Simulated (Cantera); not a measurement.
Cantera run:

```python
import numpy as np
import cantera as ct

gas_names = [...]  # 114 gases of nasa_gas.yaml made of C, Fe, H, O
cond_names = """
    C(gr) C6H6(L) C7H8(L) C8H18(L),n-octa Fe(a) Fe(c) Fe(d) Fe(L) FeC5O5(L) FeO(s) FeO(L) Fe(OH)2(s)
    Fe(OH)3(s) Fe2O3(s) Fe3O4(s) H2O(s) H2O(L)
""".split()


# ... load() reads the species with a 1 bar reference pressure and builds the phases ...
atoms = {
    'Fe2O3': {'Fe': 2, 'O': 3},
    'CO': {'C': 1, 'O': 1},
    'H2': {'H': 2},
}
top_T = {'C(gr)': 4500, 'Fe2O3(s)': 1830, 'Fe3O4(s)': 1870}  # K; cautious upper limits of use, not melting points


# ... equilibrate(T, P, feed) seeds the gas with the atoms and calls Mixture.equilibrate('TP', solver="vcs", rtol=1e-11, max_steps=5000) ...
results = []
feed = {'Fe2O3': 1, 'CO': 2.8, 'H2': 0.58}  # mol
P = 1333.22  # Pa
for T in [1150, 1250, 1350, 1450, 1550, 1650, 1750, 1850]:
    mix = equilibrate(T, P, feed)
    results.append((T, P, feed, dict(zip(mix.species_names, mix.species_moles))))
    x = sorted(zip(gas.X, gas.species_names), reverse=True)
    print(f"T = {T:g} K  P = {P:g} Pa  gas = {mix.phase_moles(0):.4g} mol")
    print("   x: " + "  ".join(f"{s} {v:.3e}" for v, s in x if v > 1e-06))
    print("   condensed (mol): " + ("  ".join(f"{mix.phase(i).name} {mix.phase_moles(i):.4g}"
          for i in range(1, mix.n_phases) if mix.phase_moles(i) > 1e-12) or "none"))
```

Result:

```
T = 1150 K  P = 1333.22 Pa  gas = 3.38 mol
   x: CO 5.885e-01  CO2 2.399e-01  H2 1.156e-01  H2O 5.600e-02
   condensed (mol): FeO(s) 2
T = 1250 K  P = 1333.22 Pa  gas = 3.38 mol
   x: CO 5.973e-01  CO2 2.311e-01  H2 1.069e-01  H2O 6.472e-02  H 1.369e-06
   condensed (mol): FeO(s) 2
T = 1350 K  P = 1333.22 Pa  gas = 3.38 mol
   x: CO 6.048e-01  CO2 2.236e-01  H2 9.938e-02  H2O 7.222e-02  H 6.507e-06
   condensed (mol): FeO(s) 2
T = 1450 K  P = 1333.22 Pa  gas = 3.38 mol
   x: CO 6.111e-01  CO2 2.172e-01  H2 9.297e-02  H2O 7.861e-02  H 2.497e-05  Fe 1.759e-06
   condensed (mol): FeO(s) 2
T = 1550 K  P = 1333.22 Pa  gas = 3.38 mol
   x: CO 6.166e-01  CO2 2.118e-01  H2 8.749e-02  H2O 8.405e-02  H 8.068e-05  Fe 1.436e-05  OH 2.606e-06  Fe(OH)2 2.075e-06
   condensed (mol): FeO(s) 2
T = 1650 K  P = 1333.22 Pa  gas = 3.381 mol
   x: CO 6.210e-01  CO2 2.072e-01  H2O 8.868e-02  H2 8.275e-02  H 2.263e-04  Fe 9.001e-05  OH 1.096e-05  Fe(OH)2 5.061e-06
   condensed (mol): FeO(L) 2
T = 1750 K  P = 1333.22 Pa  gas = 3.382 mol
   x: CO 6.244e-01  CO2 2.034e-01  H2O 9.262e-02  H2 7.854e-02  H 5.645e-04  Fe 4.096e-04  OH 3.903e-05  Fe(OH)2 1.000e-05  FeO 4.839e-06
   condensed (mol): FeO(L) 1.999
T = 1850 K  P = 1333.22 Pa  gas = 3.388 mol
   x: CO 6.259e-01  CO2 2.006e-01  H2O 9.596e-02  H2 7.453e-02  Fe 1.561e-03  H 1.274e-03  OH 1.212e-04  FeO 2.714e-05  Fe(OH)2 1.821e-05  O 1.579e-06
   condensed (mol): FeO(L) 1.995
```

Method: chemical equilibrium by Gibbs-energy minimisation in Cantera with the NASA 1993 tables (ideal gas, pure condensed phases). The tables' stoichiometric FeO is somewhat more stable than real wüstite, so its field is too wide. FeO: taken at fixed stoichiometry.
